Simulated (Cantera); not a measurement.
A perfectly stirred reactor is fed with 28.6 % NH3, 71.4 % H2, at 0.0316 atm; it is held at 2175 K, and followed from long to short residence time.

Computed with Cantera and the gas-phase N/H chemistry of the illustrative SiF4/NH3 mechanism in the Surface Chemkin manual (1991). Walls and surfaces, which speed up NH3 decomposition in real reactors, are not modelled.

Task: Predict: x(NH3) at τ = 1.10 s; x(H2) at τ = 1.10 s; x(H) at τ = 1.10 s; x(NH2) at τ = 1.10 s; x(NH3) at τ = 11.0 ms; x(H2) at τ = 11.0 ms; x(H) at τ = 11.0 ms; x(NH2) at τ = 11.0 ms; x(N2H4) at τ = 11.0 ms.

Result: 
- x(NH3) at τ = 1.10 s: 0.0347
- x(H2) at τ = 1.10 s: 0.865
- x(H) at τ = 1.10 s: 0.00251
- x(NH2) at τ = 1.10 s: 0.000309
- x(NH3) at τ = 11.0 ms: 0.269
- x(H2) at τ = 11.0 ms: 0.723
- x(H) at τ = 11.0 ms: 0.000999
- x(NH2) at τ = 11.0 ms: 0.00114
- x(N2H4) at τ = 11.0 ms: 5.21e-9
